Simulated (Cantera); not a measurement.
A perfectly stirred reactor is fed with 8.33 % C₂H₆, 91.7 % N₂, at 0.133 bar; it is held at 1725 K, and followed from long to short residence time.

Cantera simulation using GRI-Mech 3.0 (53 species, 325 reactions); the numbers are that mechanism's predictions, not measurements. GRI-Mech 3.0 stops at C3 and has no aromatics, soot or wall deposition, so with more carbon than oxygen in the feed, carbon stays in small species such as C2H2 where larger ones or solid carbon would form.

Task: Predict: x(C₂H₆) at τ = 0.930 s; x(HCN) at τ = 0.930 s; x(C₂H) at τ = 0.930 s; x(CH₄) at τ = 0.930 s; x(H) at τ = 0.930 s; x(C₂H₆) at τ = 15.0 ms; x(HCN) at τ = 15.0 ms; x(C₂H) at τ = 15.0 ms; x(CH₄) at τ = 15.0 ms; x(H) at τ = 15.0 ms.

Result: 
```
Item                       Value
----------------------  --------
x(C₂H₆) at τ = 0.930 s   1.05e-5
x(HCN) at τ = 0.930 s    3.49e-5
x(C₂H) at τ = 0.930 s    9.36e-7
x(CH₄) at τ = 0.930 s    0.00558
x(H) at τ = 0.930 s     0.000292
x(C₂H₆) at τ = 15.0 ms  0.000431
x(HCN) at τ = 15.0 ms    1.16e-5
x(C₂H) at τ = 15.0 ms    1.77e-6
x(CH₄) at τ = 15.0 ms     0.0175
x(H) at τ = 15.0 ms     0.000530
```
